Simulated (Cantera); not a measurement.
Mixture: 6.93 % CH4, 19.6 % O2, 73.5 % N2, equivalence ratio 0.71, at 1.60 bar, adiabatic and at constant volume. Ignition delay is the time to a rise of 400 K.

Model: GRI-Mech 3.0 (53 species, 325 reactions), integrated in Cantera.

Question: Predict: delay at 1225 K; delay at 1325 K; delay at 1425 K; delay at 1525 K; apparent activation energy between 1475 and 1575 K.

Answer: 
```json
{
 "delay at 1225 K": "17.2 ms",
 "delay at 1325 K": "4.72 ms",
 "delay at 1425 K": "1.48 ms",
 "delay at 1525 K": "0.540 ms",
 "apparent activation energy between 1475 and 1575 K": "180 kJ/mol"
}
```
